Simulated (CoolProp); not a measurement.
Vapour-liquid equilibrium of isobutene (1) + n-butane (2) at 18 bar; x and y are mole fractions of (1).

The numbers come from the multi-fluid Helmholtz-energy mixture model, Lemmon 2005 and Bücker 2006; pair parameters Bell 2016 in CoolProp.

| x | bubble temperature, mixture model (K) | bubble temperature, Raoult's law (K) | y, mixture model | y, Raoult's law |
|---|---|---|---|---|
| 0.05 | 381.2 | 381.3 | 0.057 | 0.059 |
| 0.125 | 380.3 | 380.5 | 0.140 | 0.146 |
| 0.2 | 379.4 | 379.8 | 0.221 | 0.230 |
| 0.275 | 378.6 | 379.0 | 0.300 | 0.312 |
| 0.35 | 377.9 | 378.3 | 0.377 | 0.392 |
| 0.425 | 377.1 | 377.5 | 0.453 | 0.470 |
| 0.5 | 376.4 | 376.8 | 0.528 | 0.545 |
| 0.575 | 375.7 | 376.1 | 0.601 | 0.619 |
| 0.65 | 375.1 | 375.4 | 0.673 | 0.690 |
| 0.725 | 374.4 | 374.7 | 0.745 | 0.760 |
| 0.8 | 373.8 | 374.0 | 0.816 | 0.828 |
| 0.875 | 373.2 | 373.4 | 0.885 | 0.894 |
| 0.95 | 372.6 | 372.7 | 0.954 | 0.958 |

The largest gap from Raoult's law is -0.4 K in bubble temperature, at x = 0.425. No azeotrope shows between x = 0.05 and 0.95.

The pair parameters rest on a limited set of measurements; away from them the model extrapolates.
